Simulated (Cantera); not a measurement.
# Adiabatic ignition

An adiabatic, constant-volume homogeneous reactor starts with 1.13 % C3H8, 17.6 % O2, 81.2 % N2, at 1525 K and 4.93 atm.

Computed with Cantera and GRI-Mech 3.0 (53 species, 325 reactions). GRI-Mech 3.0 was tuned for natural gas; its chemistry of propane as a main component is partial and can be far from experiment.

```csv
t (s),T (K),P (bar),x C3H8,x O2,x HCO,x N2O,x CH3,x H2O2
5.00e-6,1522,5.00,0.0103,0.176,1.06e-7,9.86e-10,0.000549,2.71e-6
1.52e-5,1543,5.09,0.00577,0.171,3.19e-6,7.34e-9,0.000797,1.31e-5
4.60e-5,2234,7.44,<1e-12,0.117,1.05e-9,3.75e-6,<1e-12,2.52e-7
0.000140,2294,7.62,<1e-12,0.118,2.21e-11,1.78e-6,<1e-12,1.79e-7
0.000423,2295,7.62,<1e-12,0.118,1.96e-11,1.72e-6,<1e-12,1.79e-7
0.00128,2294,7.61,<1e-12,0.117,1.95e-11,1.71e-6,<1e-12,1.78e-7
0.00389,2292,7.61,<1e-12,0.117,1.90e-11,1.70e-6,<1e-12,1.77e-7
0.0118,2286,7.59,<1e-12,0.116,1.79e-11,1.68e-6,<1e-12,1.74e-7
0.0358,2275,7.55,<1e-12,0.114,1.58e-11,1.66e-6,<1e-12,1.67e-7
0.109,2266,7.52,<1e-12,0.113,1.42e-11,1.65e-6,<1e-12,1.62e-7
0.330,2265,7.52,<1e-12,0.112,1.40e-11,1.65e-6,<1e-12,1.62e-7
1.00,2265,7.52,<1e-12,0.112,1.40e-11,1.65e-6,<1e-12,1.62e-7
```
x: mole fraction; the columns are a selection and need not sum to one.

| Item | Value |
|---|---|
| time of steepest temperature rise | 22.8 µs |
| temperature at 1.00 s | 2265 K |
| equilibrium temperature | 2265 K |
| x(C3H8) at 1.00 s | <1e-12 (gas-phase equilibrium <1e-12) |
| x(O2) at 1.00 s | 0.112 (gas-phase equilibrium 0.112) |
| x(HCO) at 1.00 s | 1.40e-11 (gas-phase equilibrium 1.40e-11) |
